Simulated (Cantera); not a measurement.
An adiabatic, constant-volume homogeneous reactor starts with CH4 : C2H6 : O2 : N2 = 1 : 0.046 : 1.93 : 7.26 (molar parts), at 1375 K and 1.70 bar.

Model: GRI-Mech 3.0 (53 species, 325 reactions), integrated in Cantera.

x: mole fraction; the columns are a selection and need not sum to one.

```tsv
t (s)	T (K)	P (bar)	x CH4	x C2H6	x O2	x O	x N2O
2.00e-6	1375	1.70	0.0977	0.00449	0.189	9.76e-10	<1e-12
5.26e-6	1375	1.70	0.0977	0.00449	0.189	[?]	<1e-12
1.38e-5	1375	1.70	0.0977	0.00449	0.189	[?]	<1e-12
3.64e-5	1375	1.70	0.0977	0.00448	0.189	[?]	5.76e-12
9.58e-5	1375	1.70	0.0976	0.00445	0.189	[?]	5.41e-11
0.000252	1376	1.70	0.0973	0.00438	0.188	[?]	3.53e-10
0.000663	1388	1.72	0.0952	0.00420	0.187	[?]	2.06e-9
0.00174	2943	3.87	<1e-12	<1e-12	0.0113	0.00505	9.51e-7
0.00459	2942	3.87	<1e-12	<1e-12	0.0112	0.00501	9.62e-7
0.0121	2942	3.87	<1e-12	<1e-12	0.0112	0.00501	9.62e-7
0.0317	2942	3.87	<1e-12	<1e-12	0.0112	0.00501	9.62e-7
0.0835	2942	3.87	<1e-12	<1e-12	0.0112	0.00501	9.62e-7
0.220	2942	3.87	<1e-12	<1e-12	0.0112	0.00501	9.62e-7
0.578	2942	3.87	<1e-12	<1e-12	0.0112	0.00501	9.62e-7
1.52	2942	3.87	<1e-12	<1e-12	0.0112	0.00501	9.62e-7
4.00	2942	3.87	<1e-12	<1e-12	0.0112	0.00501	9.62e-7
```

### Question
Complete the blanks.

### Answer

- 5.26e-6, x O: 2.42e-9
- 1.38e-5, x O: 6.40e-9
- 3.64e-5, x O: 1.85e-8
- 9.58e-5, x O: 5.96e-8
- 0.000252, x O: 1.35e-7
- 0.000663, x O: 3.33e-7
